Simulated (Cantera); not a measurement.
A freely propagating, adiabatic, planar premixed flame of H2 : O2 : N2 : H2O = 1 : 0.455 : 1.71 : 0.086 (molar parts), equivalence ratio 1.1, unburnt at 500 K and 25000 Pa; mixture-averaged transport, grid criteria slope 0.08 and curve 0.16, no radiation.

Cantera simulation using the H2/O2 subset of GRI-Mech 3.0, which has no nitrogen chemistry; the numbers are that mechanism's predictions, not measurements. Burning velocities carry a grid error of a few per cent, more on coarse grids.

Problem. Predict: laminar burning velocity; thermal thickness; peak x(O); peak x(H); peak x(HO2).

Solution. 
- laminar burning velocity: 488 cm/s
- thermal thickness: 2.65 mm
- peak x(O): 0.0120
- peak x(H): 0.0785
- peak x(HO2): 0.000145
